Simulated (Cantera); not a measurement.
# Low-pressure radical oxidation in H2/O2

A perfectly stirred reactor is fed with 17.3 % H2, 39.4 % O2, 43.3 % N2, at 0.0286 atm; it is held at 1123 K, and followed from long to short residence time.

Detailed kinetics in Cantera: the H2/O2 subset of GRI-Mech 3.0, which has no nitrogen chemistry. Radical loss at walls, strong at low pressure, is not modelled. The temperature is held fixed by assumption; the heat of reaction is taken as removed at once.

| τ (s) | x H2 | x O2 | x OH | x H | x H2O | x HO2 | x O |
|---|---|---|---|---|---|---|---|
| 25 | 7.20e-5 | 0.336 | 0.000285 | 8.47e-6 | 0.189 | 1.44e-6 | 9.47e-5 |
| 6.5 | 0.000174 | 0.336 | 0.000448 | 3.27e-5 | 0.189 | 2.77e-6 | 0.000234 |
| 1.7 | 0.000414 | 0.336 | 0.000704 | 0.000125 | 0.189 | 4.73e-6 | 0.000571 |
| 0.43 | 0.000986 | 0.335 | 0.00113 | 0.000492 | 0.188 | 7.09e-6 | 0.00141 |
| 0.11 | 0.00228 | 0.334 | 0.00181 | 0.00188 | 0.185 | 9.25e-6 | 0.00335 |
| 0.029 | 0.00502 | 0.332 | 0.00284 | 0.00664 | 0.178 | 1.07e-5 | 0.00747 |
| 0.0074 | 0.0108 | 0.328 | 0.00429 | 0.0209 | 0.161 | 1.10e-5 | 0.0153 |
| 0.0019 | 0.0222 | 0.326 | 0.00576 | 0.0452 | 0.131 | 1.02e-5 | 0.0236 |
x: mole fraction; the columns are a selection and need not sum to one.
